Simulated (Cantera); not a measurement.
What does this Cantera script print?

```python
import numpy as np
import cantera as ct

gas = ct.Solution("gri30.yaml")
gas.TPX = 400, 180000, {'CH4': 1, 'O2': 2, 'N2': 9.7, 'CO2': 0.26}
inlet = ct.Reservoir(gas, clone=True)
gas.equilibrate("HP")  # start burning
reactor = ct.IdealGasConstPressureReactor(gas, energy="on", clone=False)
exhaust = ct.Reservoir(gas, clone=True)
tau = [0.093, 0.042, 0.019, 0.0087, 0.004, 0.0018, 0.00082, 0.00037, 0.00017, 7.7e-05, 3.5e-05, 1.6e-05, 7.3e-06][0]
for a, b in ((inlet, reactor), (reactor, exhaust)):
    ct.MassFlowController(a, b, mdot=lambda t: reactor.mass / tau)
net = ct.ReactorNet([reactor])
show = ['CH4', 'O2', 'CO2', 'H2O2', 'HCN', 'OH', 'HO2']

rows = []
print(f"{'tau/s':>10s}{'T/K':>9s}" + "".join(f"{s:>11s}" for s in show))
for tau in [0.093, 0.042, 0.019, 0.0087, 0.004, 0.0018, 0.00082, 0.00037, 0.00017, 7.7e-05, 3.5e-05, 1.6e-05, 7.3e-06]:
    net.initial_time = 0.0
    net.advance(30 * tau)
    before = gas.X
    net.advance(40 * tau)
    drift = np.max(np.abs(gas.X - before) / (gas.X + 1e-9))
    rows.append([gas.T, *gas[show].X, drift])
    print(f"{tau:10.3e}{gas.T:9.1f}" + "".join(f"{x:11.3e}" for x in gas[show].X))
```

Output:

```
     tau/s      T/K        CH4         O2        CO2       H2O2        HCN         OH        HO2
 9.300e-02   2008.5  6.672e-06  3.465e-03  9.101e-02  4.993e-08  3.243e-07  1.418e-03  5.009e-07
 4.200e-02   1994.4  1.118e-05  4.283e-03  8.964e-02  6.863e-08  4.511e-07  1.703e-03  7.799e-07
 1.900e-02   1976.2  1.870e-05  5.324e-03  8.792e-02  9.487e-08  6.204e-07  2.051e-03  1.231e-06
 8.700e-03   1953.3  3.131e-05  6.603e-03  8.584e-02  1.303e-07  8.320e-07  2.447e-03  1.926e-06
 4.000e-03   1925.0  5.324e-05  8.157e-03  8.337e-02  1.778e-07  1.084e-06  2.875e-03  2.968e-06
 1.800e-03   1889.3  9.474e-05  1.010e-02  8.038e-02  2.435e-07  1.384e-06  3.306e-03  4.553e-06
 8.200e-04   1846.9  1.756e-04  1.244e-02  7.687e-02  3.307e-07  1.733e-06  3.643e-03  6.859e-06
 3.700e-04   1794.9  3.586e-04  1.560e-02  7.233e-02  4.478e-07  2.206e-06  3.753e-03  1.056e-05
 1.700e-04   1724.7  9.063e-04  2.096e-02  6.502e-02  5.903e-07  3.025e-06  3.243e-03  1.855e-05
 7.700e-05    400.0  7.716e-02  1.543e-01  2.006e-02 -6.186e-21 -5.798e-21 -3.868e-26 -5.017e-20
 3.500e-05    400.0  7.716e-02  1.543e-01  2.006e-02 -3.031e-23 -2.841e-23 -5.549e-29 -2.458e-22
 1.600e-05    400.0  7.716e-02  1.543e-01  2.006e-02 -1.915e-24 -1.795e-24 -3.230e-30 -1.553e-23
 7.300e-06    400.0  7.716e-02  1.543e-01  2.006e-02 -1.209e-25 -1.134e-25 -1.992e-31 -9.808e-25
```

Detailed kinetics in Cantera: GRI-Mech 3.0 (53 species, 325 reactions).
